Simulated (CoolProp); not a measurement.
Values from CoolProp's reference Helmholtz-energy equation of state, Thol 2015.

Q: For octamethylcyclotetrasiloxane (D4), give the phase and the cp (kJ/(kg K)), speed of sound (m/s) at 620 K and 1010 kPa; 620 K and 1890 kPa.

A: 
- 620 K and 1010 kPa: gas; cp 2.16, speed of sound 99.8
- 620 K and 1890 kPa: supercritical; cp 2.98, speed of sound 64.2
